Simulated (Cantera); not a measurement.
Premixed flame

A freely propagating, adiabatic, planar premixed flame of H₂ : O₂ : N₂ : H₂O = 1 : 0.943 : 3.55 : 0.92 (molar parts), equivalence ratio 0.53, unburnt at 723 K and 100.0 Torr; mixture-averaged transport, grid criteria slope 0.08 and curve 0.16, no radiation.

Model: the H2/O2 subset of GRI-Mech 3.0, which has no nitrogen chemistry, integrated in Cantera. Burning velocities carry a grid error of a few per cent, more on coarse grids. Lean hydrogen flames are cellular in practice and burn faster than this planar one.

| z (mm) | T (K) | u (m/s) | x H₂ | x O₂ | x H₂O | x OH | x H | x H₂O₂ |
|---|---|---|---|---|---|---|---|---|
| -18.8 | 723 | 5.42 | 0.156 | 0.147 | 0.143 | <1e-8 | <1e-8 | <1e-8 |
| -12.5 | 723 | 5.42 | 0.156 | 0.147 | 0.143 | <1e-8 | <1e-8 | <1e-8 |
| -9.39 | 723 | 5.42 | 0.156 | 0.147 | 0.143 | <1e-8 | <1e-8 | <1e-8 |
| -6.26 | 723 | 5.42 | 0.156 | 0.147 | 0.143 | 1.06e-8 | 7.59e-7 | <1e-8 |
| -3.13 | 735 | 5.49 | 0.153 | 0.147 | 0.145 | 3.92e-5 | 0.000350 | 9.73e-7 |
| -1.57 | 836 | 6.18 | 0.132 | 0.143 | 0.159 | 0.000360 | 0.00448 | 1.10e-6 |
| 0 | 1085 | 7.86 | 0.0673 | 0.117 | 0.216 | 0.00236 | 0.0214 | 1.45e-6 |
| 1.57 | 1284 | 9.20 | 0.0238 | 0.0884 | 0.267 | 0.00584 | 0.0274 | 1.89e-6 |
| 3.13 | 1387 | 9.88 | 0.0169 | 0.0819 | 0.280 | 0.00752 | 0.0224 | 1.46e-6 |
| 6.26 | 1496 | 10.6 | 0.0142 | 0.0790 | 0.289 | 0.00877 | 0.0150 | 8.62e-7 |
| 12.5 | 1601 | 11.2 | 0.0108 | 0.0769 | 0.298 | 0.00921 | 0.00846 | 4.59e-7 |
| 25.0 | 1688 | 11.8 | 0.00712 | 0.0755 | 0.307 | 0.00855 | 0.00395 | 2.51e-7 |
| 50.1 | 1751 | 12.2 | 0.00386 | 0.0748 | 0.314 | 0.00691 | 0.00144 | 1.43e-7 |
x: mole fraction of selected species; z is measured from the peak of heat release.

```yaml
laminar_burning_velocity: 542 cm/s
thermal_thickness: 6.26 mm
peak x(OH): 0.00922
peak x(H): 0.0279
peak x(H₂O₂): 1.94e-6
grid_points: 120
```
